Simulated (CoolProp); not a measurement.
Properties of oxygen along the isotherm -179.15 °C (Tc = -118.6 °C, pc = 5046 kPa, ω = 0.022).

The numbers come from the reference Helmholtz-energy equation of state, Schmidt 1985 in CoolProp.

```
p (kPa)   phase        Z  cv (kJ/(kg K))  Joule-Thomson coefficient (K/MPa)  isothermal compressibility (1/MPa)  expansivity (1/kK)  Prandtl number
-------  ------  -------  --------------  ---------------------------------  ----------------------------------  ------------------  --------------
1150     liquid  0.04187          0.9171                            -0.3011                            0.002145               4.497            2.08
2290     liquid  0.08318          0.9194                            -0.3050                            0.002097               4.427            2.09
3440     liquid   0.1247          0.9217                            -0.3087                            0.002052               4.360            2.09
4590     liquid   0.1659          0.9239                            -0.3122                            0.002009               4.296            2.09
5730     liquid   0.2067          0.9261                            -0.3156                            0.001969               4.235            2.10
6880     liquid   0.2476          0.9283                            -0.3188                            0.001930               4.176            2.10
8030     liquid   0.2884          0.9305                            -0.3219                            0.001892               4.120            2.11
9180     liquid   0.3289          0.9326                            -0.3248                            0.001857               4.065            2.11
10300    liquid   0.3683          0.9346                            -0.3276                            0.001824               4.015            2.12
11500    liquid   0.4103          0.9368                            -0.3304                            0.001789               3.962            2.12
12600    liquid   0.4487          0.9388                            -0.3329                            0.001759               3.916            2.13
```

Viscosity comes from a separate model (Lemmon 2004). Thermal conductivity comes from a separate model (Lemmon 2004).
